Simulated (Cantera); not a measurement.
An adiabatic, constant-volume homogeneous reactor starts with H2 : O2 : N2 = 1 : 0.385 : 1.45 (molar parts), equivalence ratio 1.3, at 1148 K and 1.00 bar. Integrator tolerance rtol = 1e-08.

Cantera simulation using GRI-Mech 3.0 (53 species, 325 reactions); the numbers are that mechanism's predictions, not measurements.

What does this change do: constant pressure in place of constant volume?


```csv
quantity,before,after
time of steepest temperature rise,63.0 µs,64.8 µs
temperature at 2.00 s,2947 K,2751 K
equilibrium temperature,2947 K,2751 K
x(H2) at 2.00 s,0.104 (gas-phase equilibrium 0.104),0.0995 (gas-phase equilibrium 0.0995)
x(O2) at 2.00 s,0.00389 (gas-phase equilibrium 0.00389),0.00258 (gas-phase equilibrium 0.00258)
x(H2O) at 2.00 s,0.263 (gas-phase equilibrium 0.263),0.279 (gas-phase equilibrium 0.279)
x(N2O) at 2.00 s,3.77e-7 (gas-phase equilibrium 3.77e-7),1.56e-7 (gas-phase equilibrium 1.56e-7)
x(NO) at 2.00 s,0.00518 (gas-phase equilibrium 0.00518),0.00326 (gas-phase equilibrium 0.00326)
x(HO2) at 2.00 s,3.85e-6 (gas-phase equilibrium 3.85e-6),1.59e-6 (gas-phase equilibrium 1.59e-6)
x(H2O2) at 2.00 s,3.97e-7 (gas-phase equilibrium 3.97e-7),1.63e-7 (gas-phase equilibrium 1.63e-7)
```
